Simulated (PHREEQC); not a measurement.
**Leach liquor: an equilibrium model**

Solution (82 °C): 0.22 mol H2SO4, 0.00038 mol LiCl and 0.28 mol MnSO4 per kg of water. Closed to the air; pH follows from the charge balance.

Computed with PHREEQC (ion-association model, phreeqc.dat).

```yaml
pH: 1.14
ionic_strength: 0.676 mol/kgw
activity_of_water: 0.987
specific_conductance: 115000 µS/cm
density: 1.019 g/cm³
total_alkalinity: -440 meq/kg
```

```csv
species,molality,activity,log γ
HSO4-,0.342,0.246,-0.143
Mn+2,0.175,0.0343,-0.707
MnSO4,0.105,0.123,0.068
H+,0.0983,0.0721,-0.135
SO4-2,0.0530,0.00809,-0.816
Li+,0.000366,0.000244,-0.177
Cl-,0.000336,0.000201,-0.223
MnCl+,4.42e-5,2.81e-5,-0.197
LiSO4-,1.36e-5,8.62e-6,-0.197
MnCl2,2.11e-9,2.46e-9,0.068
```

Precipitation was switched off in this run. Constants without temperature data keep their 25 °C values here.
